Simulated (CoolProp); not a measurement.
Vapour-liquid equilibrium of R245fa (1) + isopentane (2) at 377.8 K; x and y are mole fractions of (1).

Values from CoolProp's multi-fluid Helmholtz-energy mixture model, Akasaka 2015 and Lemmon 2006; pair parameters Bell 2016.

```json
[
 {"x": "0.05", "bubble pressure, mixture model (kPa)": "922.1", "bubble pressure, Raoult's law (kPa)": "827.4", "y, mixture model": "0.149", "y, Raoult's law": "0.085"},
 {"x": "0.2", "bubble pressure, mixture model (kPa)": "1216", "bubble pressure, Raoult's law (kPa)": "918.0", "y, mixture model": "0.400", "y, Raoult's law": "0.305"},
 {"x": "0.35", "bubble pressure, mixture model (kPa)": "1405", "bubble pressure, Raoult's law (kPa)": "1009", "y, mixture model": "0.529", "y, Raoult's law": "0.486"},
 {"x": "0.5", "bubble pressure, mixture model (kPa)": "1518", "bubble pressure, Raoult's law (kPa)": "1099", "y, mixture model": "0.615", "y, Raoult's law": "0.637"},
 {"x": "0.65", "bubble pressure, mixture model (kPa)": "1575", "bubble pressure, Raoult's law (kPa)": "1190", "y, mixture model": "0.690", "y, Raoult's law": "0.765"},
 {"x": "0.8", "bubble pressure, mixture model (kPa)": "1577", "bubble pressure, Raoult's law (kPa)": "1280", "y, mixture model": "0.775", "y, Raoult's law": "0.875"},
 {"x": "0.95", "bubble pressure, mixture model (kPa)": "1479", "bubble pressure, Raoult's law (kPa)": "1371", "y, mixture model": "0.919", "y, Raoult's law": "0.971"}
]
```

The largest gap from Raoult's law is +39.2 % in bubble pressure, at x = 0.35. y crosses x between x = 0.65 and 0.8: the model has an azeotrope there.

The pair parameters rest on a limited set of measurements; away from them the model extrapolates.
